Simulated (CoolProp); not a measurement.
A Linde-Hampson liquefier for normal hydrogen: isothermal reversible compression at 250 K from 1 atm to 20 MPa, throttling to 1 atm, return gas leaving the recuperator 0 K below the feed. Each further row changes one setting.

Values from CoolProp's reference Helmholtz-energy equation of state, Leachman 2009.

```json
[
 {"case": "as stated", "compression work (kJ/kg of gas)": "5590"},
 {"case": "high pressure 40 MPa", "compression work (kJ/kg of gas)": "6450"},
 {"case": "warm-end temperature 280 K", "compression work (kJ/kg of gas)": "6250"},
 {"case": "warm-end gap 5 K", "compression work (kJ/kg of gas)": "5590"}
]
```
